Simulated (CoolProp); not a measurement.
Carbon monoxide along the isobar 4850 kPa: density (kg/m³) from the reference equation and from simpler models built on Tc = -140.3 °C, pc = 3498 kPa, ω = 0.050; each cubic takes its own stable root.

Computed with CoolProp (reference Helmholtz-energy equation of state, Lemmon 2006). It is a short technical equation, of lower accuracy than the large ones.

```tsv
T (°C)	phase	reference
-148.15	liquid	574.2
-124.05	supercritical	188.0
-99.95	supercritical	119.3
-75.85	supercritical	94.39
-51.75	supercritical	79.74
-27.65	supercritical	69.67
-3.55	supercritical	62.17
20.55	supercritical	56.30
44.65	supercritical	51.55
68.75	supercritical	47.59
92.85	supercritical	44.25
117.05	supercritical	41.36
141.15	supercritical	38.85
```

Problem. How far does each simpler model (van der Waals, Soave-Redlich-Kwong) lie from the reference over these 13 states: mean and median of the absolute difference, and the worst?

Solution. 
- van der Waals: mean 4.9 %, median 2.7 %, worst -27.5 % at -148.15 °C and 4850 kPa
- Soave-Redlich-Kwong: mean 1.3 %, median 0.9 %, worst -6.1 % at -148.15 °C and 4850 kPa
